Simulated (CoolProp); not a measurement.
A single-stage vapour-compression cycle with the fluid: evaporating at 287.15 K (dew point), condensing at 354.15 K (bubble point), superheat 5 K, subcooling 2 K, compressor efficiency 0.6, no pressure losses. The same conditions are run with several fluids, on thermodynamics alone (safety and materials aside).

The numbers come from the reference Helmholtz-energy equation of state of each fluid (n-perfluorobutane: Gao 2022; propylene: Lemmon 2013; the fluoroketone C6F12O (FK-5-1-12): McLinden 2015; neopentane: Lemmon 2006; R227EA: Lemmon 2016; cyclopropane: Polt 1992) in CoolProp. The equations of Platzer and Polt are older, rougher fits.

### Question
Rank n-perfluorobutane, propylene, the fluoroketone C6F12O (FK-5-1-12), neopentane, R227EA, cyclopropane by cooling COP, highest first.

### Answer
cyclopropane (1.82), neopentane (1.65), propylene (1.37), R227EA (1.12), the fluoroketone C6F12O (FK-5-1-12) (1.10), n-perfluorobutane (0.760)

| fluid | pressure ratio | discharge temperature (K) | refrigerating effect (kJ/kg) | volumetric capacity (kJ/m³) |
|---|---|---|---|---|
| n-perfluorobutane | 6.39 | 354.2 | 18.7 | 364 |
| propylene | 4.36 | 390.1 | 166 | 2950 |
| the fluoroketone C6F12O (FK-5-1-12) | 11.0 | 354.1 | 29.2 | 96.5 |
| neopentane | 6.34 | 356.5 | 161 | 596 |
| R227EA | 5.93 | 356.9 | 38.9 | 969 |
| cyclopropane | 4.85 | 401.2 | 266 | 2720 |

The compression ends wet for: n-perfluorobutane; the fluoroketone C6F12O (FK-5-1-12).
